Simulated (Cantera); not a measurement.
An adiabatic, constant-volume homogeneous reactor starts with C3H8 : O2 : N2 = 1 : 2 : 8.4 (molar parts), at 1275 K and 270000 Pa.

Cantera simulation using GRI-Mech 3.0 (53 species, 325 reactions); the numbers are that mechanism's predictions, not measurements. GRI-Mech 3.0 was tuned for natural gas; its chemistry of propane as a main component is partial and can be far from experiment.

One state of this run: T (K) = 2425; P (bar) = 6.95; x C3H8 = <1e-12; x O2 = 1.88e-7; x C2H6 = <1e-12; x NO2 = 3.79e-11; x OH = 0.000161. x: mole fraction; the columns are a selection and need not sum to one.

Q: Which value of t (s) does it belong to?
A) 2.76e-5
B) 2.00e-6
C) 7.43e-6
D) 1.00

A: D, 1.00
